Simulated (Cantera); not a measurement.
An adiabatic, constant-volume homogeneous reactor starts with CH₄ : O₂ : N₂ : CO₂ = 1 : 4.44 : 16.7 : 5.6 (molar parts), equivalence ratio 0.45, at 1748 K and 0.336 atm. Integrator tolerance rtol = 1e-08.

Model: GRI-Mech 3.0 (53 species, 325 reactions), integrated in Cantera.

```
quantity                                                              before                                      after
---------------------------------  -----------------------------------------  -----------------------------------------
time of steepest temperature rise                                   0.479 ms                                    96.2 µs
temperature at 3.00 s                                                 2355 K                                     2423 K
equilibrium temperature                                               2355 K                                     2423 K
x(CH₄) at 3.00 s                       <1e-12 (gas-phase equilibrium <1e-12)      <1e-12 (gas-phase equilibrium <1e-12)
x(O₂) at 3.00 s                        0.0880 (gas-phase equilibrium 0.0880)      0.0853 (gas-phase equilibrium 0.0853)
x(CO₂) at 3.00 s                         0.217 (gas-phase equilibrium 0.217)        0.225 (gas-phase equilibrium 0.225)
x(HCO) at 3.00 s                   8.43e-10 (gas-phase equilibrium 8.43e-10)    1.27e-9 (gas-phase equilibrium 1.27e-9)
x(CH₃) at 3.00 s                       <1e-12 (gas-phase equilibrium <1e-12)      <1e-12 (gas-phase equilibrium <1e-12)
x(H) at 3.00 s                     0.000579 (gas-phase equilibrium 0.000579)  0.000254 (gas-phase equilibrium 0.000254)
x(NO) at 3.00 s                      0.00986 (gas-phase equilibrium 0.00986)      0.0111 (gas-phase equilibrium 0.0111)
```

Q: Name the change that produced these shifts.
A. initial temperature 1748 to 1125 K
B. pressure from 0.336 atm to 11.8 atm
C. pressure from 0.336 atm to 1.97 atm
D. O2 4.44 to 2.3 parts

A: C, pressure from 0.336 atm to 1.97 atm
